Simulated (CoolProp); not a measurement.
R114 along the isotherm 500 K: density (kg/m³) from the reference equation and from simpler models built on Tc = 420.6 K, pc = 3.352 MPa, ω = 0.252; each cubic takes its own stable root.

Values from CoolProp's reference Helmholtz-energy equation of state, Platzer 1990. This equation is an older, rougher fit; its heat capacities, sound speeds and derivatives of the liquid may be far off and weren't checked against measurements.

```json
[
 {"p (MPa)": "0.503", "phase": "gas", "reference": "21.28"},
 {"p (MPa)": "1.01", "phase": "gas", "reference": "44.06"},
 {"p (MPa)": "1.51", "phase": "gas", "reference": "68.04"},
 {"p (MPa)": "2.01", "phase": "gas", "reference": "93.75"},
 {"p (MPa)": "2.51", "phase": "gas", "reference": "121.4"},
 {"p (MPa)": "3.02", "phase": "gas", "reference": "152.1"},
 {"p (MPa)": "3.52", "phase": "supercritical", "reference": "184.7"},
 {"p (MPa)": "4.02", "phase": "supercritical", "reference": "220.3"},
 {"p (MPa)": "4.53", "phase": "supercritical", "reference": "260.0"},
 {"p (MPa)": "5.03", "phase": "supercritical", "reference": "302.3"}
]
```

### Question
How far does each simpler model (ideal gas, Soave-Redlich-Kwong) lie from the reference over these 10 states: mean and median of the absolute difference, and the worst?

### Answer
- ideal gas: mean 16.9 %, median 16.7 %, worst -31.6 % at 500 K and 5.03 MPa
- Soave-Redlich-Kwong: mean 1.4 %, median 1.0 %, worst -3.9 % at 500 K and 5.03 MPa
